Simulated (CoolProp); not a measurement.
n-nonane along the isobar 101 kPa: fugacity coefficient from the reference equation and from simpler models built on Tc = 594.5 K, pc = 2282 kPa, ω = 0.443; each cubic takes its own stable root.

Computed with CoolProp (reference Helmholtz-energy equation of state, Lemmon 2006). It is a short technical equation, of lower accuracy than the large ones.

| T (K) | phase | reference |
|---|---|---|
| 419.1 | liquid | 0.8378 |
| 436.1 | gas | 0.9508 |
| 453.1 | gas | 0.9575 |
| 470.1 | gas | 0.9630 |
| 487.1 | gas | 0.9676 |
| 504.1 | gas | 0.9715 |
| 521.1 | gas | 0.9748 |
| 538.1 | gas | 0.9776 |
| 555.1 | gas | 0.9801 |
| 572.1 | gas | 0.9822 |
| 589.1 | gas | 0.9840 |

**Question.** How far does each simpler model (van der Waals, Peng-Robinson) lie from the reference over these 11 states: mean and median of the absolute difference, and the worst?

**Answer.** 
- van der Waals: mean 2.4 %, median 0.9 %, worst +15.8 % at 419.1 K and 101 kPa
- Peng-Robinson: mean 0.2 %, median 0.1 %, worst +1.0 % at 419.1 K and 101 kPa

At some of these states van der Waals gives the other phase, because its saturation line lies elsewhere.
